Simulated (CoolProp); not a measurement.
Vapour-liquid equilibrium of n-octane (1) + n-dodecane (2) at 145.85 °C; x and y are mole fractions of (1).

Values from CoolProp's multi-fluid Helmholtz-energy mixture model, Beckmüller 2019 and Lemmon 2004; pair parameters Bell 2016.

| x | bubble pressure (MPa) | y at the bubble point | dew pressure at overall composition x (MPa) | liquid density (mol/L) |
|---|---|---|---|---|
| 0.05 | 0.01991 | 0.366 | 0.01383 | 3.895 |
| 0.15 | 0.03383 | 0.661 | 0.01532 | 4.007 |
| 0.25 | 0.04839 | 0.789 | 0.01715 | 4.124 |
| 0.35 | 0.06357 | 0.859 | 0.01949 | 4.246 |
| 0.45 | 0.07930 | 0.904 | 0.02257 | 4.373 |
| 0.55 | 0.09552 | 0.934 | 0.02679 | 4.507 |
| 0.65 | 0.1121 | 0.956 | 0.03295 | 4.646 |
| 0.75 | 0.1290 | 0.973 | 0.04280 | 4.791 |
| 0.85 | 0.1461 | 0.985 | 0.06109 | 4.942 |
| 0.95 | 0.1633 | 0.996 | 0.1070 | 5.098 |

No azeotrope shows between x = 0.05 and 0.95.

Pair parameters are fitted to limited data, so mixtures are less certain than the pure fluids.
